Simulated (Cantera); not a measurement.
An isothermal, constant-pressure homogeneous reactor starts with H2 : O2 : N2 = 1.3 : 1 : 18 (molar parts), equivalence ratio 0.65, at 1423 K and 0.160 bar.

Model: the H2/O2 subset of GRI-Mech 3.0, which has no nitrogen chemistry, integrated in Cantera. The temperature is held fixed by assumption; the heat of reaction is taken as removed at once.

x: mole fraction; the columns are a selection and need not sum to one.

```csv
t (s),x H2,x O2,x OH,x H2O2,x HO2
4.00e-6,0.0640,0.0493,2.43e-10,3.13e-12,4.84e-9
1.45e-5,0.0640,0.0493,___,3.90e-11,1.75e-8
5.23e-5,0.0640,0.0493,___,4.33e-10,6.33e-8
0.000189,0.0639,0.0492,___,5.29e-9,5.37e-7
0.000684,0.00800,0.0226,___,1.77e-7,1.40e-6
0.00247,0.00636,0.0210,___,1.89e-7,1.36e-6
0.00894,0.00270,0.0186,___,1.61e-7,1.19e-6
0.0323,0.000358,0.0178,___,5.89e-8,6.34e-7
0.117,2.89e-5,0.0178,___,1.01e-8,1.00e-7
0.423,4.00e-6,0.0178,___,1.92e-9,1.78e-8
1.53,1.09e-6,0.0178,___,6.00e-10,9.17e-9
5.53,7.99e-7,0.0178,2.69e-5,4.59e-10,8.79e-9
20.0,7.97e-7,0.0178,2.69e-5,4.59e-10,8.79e-9
```

What belongs in the gaps?


- 1.45e-5, x OH: 2.11e-9
- 5.23e-5, x OH: 2.49e-8
- 0.000189, x OH: 8.64e-6
- 0.000684, x OH: 0.00303
- 0.00247, x OH: 0.00260
- 0.00894, x OH: 0.00159
- 0.0323, x OH: 0.000562
- 0.117, x OH: 0.000160
- 0.423, x OH: 6.01e-5
- 1.53, x OH: 3.14e-5
